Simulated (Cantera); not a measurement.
Input: 1 mol Si2H6, 3.3 mol NO, held at 1330 Pa.

These are equilibrium values from Cantera (NASA tables, ideal gas, pure condensed phases), not measurements of a reactor. Candidate condensed phases: H2O, Si, SiO2, Si2N2O, Si3N4; 35 gas species. The feed counts by its element totals alone. Kinetics and transport are ignored.

Task: At 525 K, list the 3 most abundant gas species with their mole fractions, and the condensed phases.

Result: H2 0.679, N2 0.321, NH3 0.000754. Condensed: SiO2(α-quartz) + Si2N2O(s).
